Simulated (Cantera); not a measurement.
A closed system holds: 1 mol HgO, 0.26 mol H2, at 27.0 mbar.

Equilibrium computed with Cantera from the NASA thermochemical tables; the gas is ideal and each condensed phase is pure. Candidate condensed phases: H2O, Hg, HgO; 10 gas species. The numbers say what is thermodynamically allowed, not how fast it happens.

x: gas mole fraction; n: condensed amount in mol.

```
T (°C)   x Hg  x H2O      x O2      x OH         x O  n HgO(s)
------  -----  -----  --------  --------  ----------  --------
252     0.500  0.499  0.000335    <1e-12      <1e-12     0.740
352     0.613  0.160     0.227  3.04e-12      <1e-12         0
452     0.613  0.160     0.227  2.23e-10      <1e-12         0
552     0.613  0.160     0.227   5.80e-9      <1e-12         0
652     0.613  0.160     0.227   7.49e-8  (withheld)         0
752     0.613  0.160     0.227   5.88e-7  (withheld)         0
852     0.613  0.160     0.227   3.21e-6  (withheld)         0
```

### Question
Some entries are withheld; supply them.

### Answer

- 652, x O: 3.88e-11
- 752, x O: 9.57e-10
- 852, x O: 1.34e-8
